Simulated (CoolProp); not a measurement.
Vapour-liquid equilibrium of toluene (1) + n-dodecane (2) at 113.15 °C; x and y are mole fractions of (1).

Computed with CoolProp (multi-fluid Helmholtz-energy mixture model, Lemmon 2006 and Lemmon 2004; pair parameters Bell 2016).

```json
[
 {"x": "0.05", "bubble pressure, mixture model (MPa)": "___", "bubble pressure, Raoult's law (MPa)": "0.008938", "y, mixture model": "___", "y, Raoult's law": "0.609"},
 {"x": "0.2", "bubble pressure, mixture model (MPa)": "___", "bubble pressure, Raoult's law (MPa)": "0.02472", "y, mixture model": "0.868", "y, Raoult's law": "0.881"},
 {"x": "0.35", "bubble pressure, mixture model (MPa)": "___", "bubble pressure, Raoult's law (MPa)": "0.04050", "y, mixture model": "___", "y, Raoult's law": "0.941"},
 {"x": "0.5", "bubble pressure, mixture model (MPa)": "___", "bubble pressure, Raoult's law (MPa)": "0.05628", "y, mixture model": "0.967", "y, Raoult's law": "0.967"},
 {"x": "0.65", "bubble pressure, mixture model (MPa)": "0.07145", "bubble pressure, Raoult's law (MPa)": "0.07206", "y, mixture model": "0.982", "y, Raoult's law": "0.982"},
 {"x": "0.8", "bubble pressure, mixture model (MPa)": "___", "bubble pressure, Raoult's law (MPa)": "0.08785", "y, mixture model": "___", "y, Raoult's law": "0.992"},
 {"x": "0.95", "bubble pressure, mixture model (MPa)": "0.1034", "bubble pressure, Raoult's law (MPa)": "0.1036", "y, mixture model": "0.998", "y, Raoult's law": "0.998"}
]
```

Problem. Complete the blanks.

Solution. 
- 0.05, bubble pressure, mixture model (MPa): 0.007798
- 0.05, y, mixture model: 0.550
- 0.2, bubble pressure, mixture model (MPa): 0.02246
- 0.35, bubble pressure, mixture model (MPa): 0.03884
- 0.35, y, mixture model: 0.938
- 0.5, bubble pressure, mixture model (MPa): 0.05536
- 0.8, bubble pressure, mixture model (MPa): 0.08731
- 0.8, y, mixture model: 0.991

The largest gap from Raoult's law is -12.8 % in bubble pressure, at x = 0.05. No azeotrope shows between x = 0.05 and 0.95.

Pair parameters are fitted to limited data, so mixtures are less certain than the pure fluids.
